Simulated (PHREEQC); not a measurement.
Consider water at 60 °C with 0.38 mmol/kgw PbCl2. Closed to the air; pH follows from the charge balance.

Model: ion-association model, wateq4f.dat, run in PHREEQC.

Precipitation was switched off in this run.

### Question
Predict the pH.

### Answer
pH 5.61.

### Question
In which forms is Cl present?

### Answer
Cl- 97 %, PbCl+ 2.6 % of the Cl.

Saturation is exceeded, for instance for Pb(OH)2; the values hold only as long as no solid forms. At this temperature some constants are extrapolated from 25 °C, and those without enthalpy data are left unchanged.
